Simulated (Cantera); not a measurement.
A freely propagating, adiabatic, planar premixed flame of H2 : O2 : N2 = 1 : 0.758 : 3.11 (molar parts), equivalence ratio 0.66, unburnt at 325 K and 3000 Torr; mixture-averaged transport, grid criteria slope 0.08 and curve 0.16, no radiation.

Computed with Cantera and the H2/O2 subset of GRI-Mech 3.0, which has no nitrogen chemistry. The hydrogen kinetics of GRI-Mech 3.0 are dated; newer H2 mechanisms differ, most at raised pressure. Burning velocities carry a grid error of a few per cent, more on coarse grids. Lean hydrogen flames are cellular in practice and burn faster than this planar one.

Q: What does this change do: inlet temperature 325 to 673 K?

A: 
| quantity | before | after |
|---|---|---|
| laminar burning velocity | 53.5 cm/s | 453 cm/s |
| thermal thickness | 0.103 mm | 0.0812 mm |
| peak x(H) | 0.00247 | 0.0124 |
| peak x(O) | 0.00222 | 0.00776 |
| peak x(OH) | 0.00482 | 0.0118 |

Q: What does this change do: 0.028 parts H2O added?

A: 
| quantity | before | after |
|---|---|---|
| laminar burning velocity | 53.5 cm/s | 50.7 cm/s |
| thermal thickness | 0.103 mm | 0.106 mm |
| peak x(H) | 0.00247 | 0.00227 |
| peak x(O) | 0.00222 | 0.00206 |
| peak x(OH) | 0.00482 | 0.00463 |
